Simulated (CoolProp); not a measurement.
The fluid at 405.62 K and 1.73 MPa is compressed adiabatically to 5.51 MPa with isentropic efficiency 1. The same conditions are run with several fluids, on thermodynamics alone (safety and materials aside).

Computed with CoolProp (reference Helmholtz-energy equation of state of each fluid (n-butane: Bücker 2006; methane: Setzmann 1991; R152A: Outcalt 1996; isobutane: Bücker 2006)).

Q: Rank n-butane, methane, R152A, isobutane by work (kJ/kg), highest first.

A: methane (273), R152A (52.1), isobutane (49.5), n-butane (46.3)

```tsv
fluid	final temperature (K)	final density (kg/m³)
n-butane	465.8	165
methane	508.4	20.9
R152A	469.4	122
isobutane	460.5	147
```
